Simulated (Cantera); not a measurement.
Mixture: 10.1 % CH4, 1.62 % C2H6, 18.5 % O2, 69.7 % N2, at 31.0 bar, adiabatic and at constant volume. Ignition delay is the time to a rise of 400 K.

Cantera simulation using GRI-Mech 3.0 (53 species, 325 reactions); the numbers are that mechanism's predictions, not measurements. The pressure lies above the range GRI-Mech 3.0 was tuned for (to about 10 atm).

**Question.** Predict: delay at 1175 K; delay at 1225 K; delay at 1275 K; delay at 1325 K; delay at 1375 K; delay at 1425 K; delay at 1475 K; apparent activation energy between 1375 and 1475 K.

**Answer.** 
| Item | Result |
|---|---|
| delay at 1175 K | 0.446 ms |
| delay at 1225 K | 0.232 ms |
| delay at 1275 K | 0.130 ms |
| delay at 1325 K | 76.5 µs |
| delay at 1375 K | 47.3 µs |
| delay at 1425 K | 30.4 µs |
| delay at 1475 K | 20.2 µs |
| apparent activation energy between 1375 and 1475 K | 140 kJ/mol |
